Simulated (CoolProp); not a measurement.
Octamethyltrisiloxane (MDM) along the isotherm 270.05 °C: fugacity coefficient from the reference equation and from simpler models built on Tc = 292.2 °C, pc = 1438 kPa, ω = 0.528; each cubic takes its own stable root.

Values from CoolProp's reference Helmholtz-energy equation of state, Thol 2017.

```json
[
 {"p (kPa)": "45.5", "phase": "gas", "reference": "0.9877"},
 {"p (kPa)": "76.7", "phase": "gas", "reference": "0.9793"},
 {"p (kPa)": "129", "phase": "gas", "reference": "0.9652"},
 {"p (kPa)": "218", "phase": "gas", "reference": "0.9413"},
 {"p (kPa)": "369", "phase": "gas", "reference": "0.9008"},
 {"p (kPa)": "622", "phase": "gas", "reference": "0.8326"},
 {"p (kPa)": "1050", "phase": "liquid", "reference": "0.7044"},
 {"p (kPa)": "1770", "phase": "liquid", "reference": "0.4520"},
 {"p (kPa)": "2990", "phase": "liquid", "reference": "0.3033"},
 {"p (kPa)": "5050", "phase": "liquid", "reference": "0.2193"},
 {"p (kPa)": "8520", "phase": "liquid", "reference": "0.1788"},
 {"p (kPa)": "14400", "phase": "liquid", "reference": "0.1765"}
]
```

How far does each simpler model (van der Waals, Redlich-Kwong, Soave-Redlich-Kwong, Peng-Robinson) lie from the reference over these 12 states: mean and median of the absolute difference, and the worst?


- van der Waals: mean 21.5 %, median 5.5 %, worst +94.6 % at 270.05 °C and 14400 kPa
- Redlich-Kwong: mean 6.6 %, median 2.0 %, worst +21.3 % at 270.05 °C and 14400 kPa
- Soave-Redlich-Kwong: mean 3.0 %, median 0.6 %, worst +11.5 % at 270.05 °C and 14400 kPa
- Peng-Robinson: mean 1.6 %, median 1.3 %, worst -5.9 % at 270.05 °C and 14400 kPa

At some of these states van der Waals, Redlich-Kwong gives the other phase, because its saturation line lies elsewhere.
